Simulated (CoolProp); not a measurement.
A single-stage vapour-compression cycle with n-perfluorobutane: evaporating at 233.15 K (dew point), condensing at 301.15 K (bubble point), superheat 10 K, subcooling 0 K, compressor efficiency 0.6, no pressure losses. Each further row changes one setting.

The numbers come from the reference Helmholtz-energy equation of state, Gao 2022 in CoolProp.

```csv
case,cooling COP,pressure ratio,discharge temperature (K),refrigerating effect (kJ/kg),volumetric capacity (kJ/m³)
as stated,(withheld),18.3,301.2,42.4,81.1
evaporating temperature 238.15 K,1.25,13.7,301.2,46.2,115
condensing temperature 296.15 K,1.25,(withheld),296.1,48.1,92.0
subcooling 5 K,(withheld),18.3,301.2,48.1,92.0
superheat 20 K,(withheld),18.3,308.6,(withheld),(withheld)
compressor efficiency 0.5,(withheld),18.3,(withheld),42.4,81.1
```

Some entries are withheld; supply them.


- as stated, cooling COP: 1.04
- condensing temperature 296.15 K, pressure ratio: 15.6
- subcooling 5 K, cooling COP: 1.19
- superheat 20 K, cooling COP: 1.16
- superheat 20 K, refrigerating effect (kJ/kg): 50.3
- superheat 20 K, volumetric capacity (kJ/m³): 92.3
- compressor efficiency 0.5, cooling COP: 0.870
- compressor efficiency 0.5, discharge temperature (K): 305.7

The compression ends wet for: as stated; evaporating temperature 238.15 K; condensing temperature 296.15 K; subcooling 5 K.
